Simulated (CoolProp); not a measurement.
Sulfur hexafluoride at several states: fugacity coefficient from the reference equation and from simpler models built on Tc = 318.7 K, pc = 3.755 MPa, ω = 0.210; each cubic takes its own stable root.

Computed with CoolProp (reference Helmholtz-energy equation of state, Guder 2009).

```tsv
T (K)	p (MPa)	phase	reference
620.3	0.229	gas	0.9990
556.9	6.06	supercritical	0.9510
264.9	21.5	liquid	0.08586
262.2	0.0686	gas	0.9885
```

### Question
How far does each simpler model (van der Waals, Redlich-Kwong, Soave-Redlich-Kwong) lie from the reference over these 4 states: mean and median of the absolute difference, and the worst?

### Answer
- van der Waals: mean 32.3 %, median 2.8 %, worst +123.5 % at 264.9 K and 21.5 MPa
- Redlich-Kwong: mean 6.8 %, median 1.7 %, worst +23.7 % at 264.9 K and 21.5 MPa
- Soave-Redlich-Kwong: mean 1.7 %, median 0.7 %, worst +5.3 % at 264.9 K and 21.5 MPa
